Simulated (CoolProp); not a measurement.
Nitrous oxide along the isobar 268 bar: Z from the reference equation and from simpler models built on Tc = 309.5 K, pc = 72.45 bar, ω = 0.161; each cubic takes its own stable root.

Model: reference Helmholtz-energy equation of state, Lemmon 2006, in CoolProp. It is a short technical equation, of lower accuracy than the large ones.

```tsv
T (K)	phase	reference
266.4	liquid	0.5133
276.5	liquid	0.5100
286.6	liquid	0.5085
296.8	liquid	0.5089
306.9	liquid	0.5113
317	supercritical	0.5160
327.2	supercritical	0.5232
337.3	supercritical	0.5332
347.4	supercritical	0.5462
357.6	supercritical	0.5626
367.7	supercritical	0.5819
377.8	supercritical	0.6041
```

Q: How far does each simpler model (Redlich-Kwong, Soave-Redlich-Kwong, Peng-Robinson) lie from the reference over these 12 states: mean and median of the absolute difference, and the worst?

A: 
- Redlich-Kwong: mean 7.7 %, median 8.2 %, worst +8.6 % at 306.9 K and 268 bar
- Soave-Redlich-Kwong: mean 9.2 %, median 9.3 %, worst +11.3 % at 377.8 K and 268 bar
- Peng-Robinson: mean 2.5 %, median 2.6 %, worst -4.9 % at 266.4 K and 268 bar
